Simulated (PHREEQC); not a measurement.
Consider water at 20 °C with 1.3e-05 mol/kgw H4SiO4. Closed to the air; pH follows from the charge balance.

Equilibrium calculation in PHREEQC: ion-association model, phreeqc.dat.

```json
[
 {"quantity": "pH", "before": "7.04", "after": "6.91"},
 {"quantity": "ionic strength (mol/kgw)", "before": "9.19e-8", "after": "1.22e-7"},
 {"quantity": "SI of Quartz (SiO2)", "before": "-0.83", "after": "-0.13"}
]
```

Task: Name the change that produced these shifts.
A. H4SiO4 replaced by (NH4)2SiF6 at the same molality
B. 2.7e-06 mol/kgw KCl added
C. H4SiO4 from 1.3e-05 to 6.5e-05 mol/kgw
D. H4SiO4 from 1.3e-05 to 6.5e-06 mol/kgw

Result: C, H4SiO4 from 1.3e-05 to 6.5e-05 mol/kgw

Precipitation was switched off in this run.
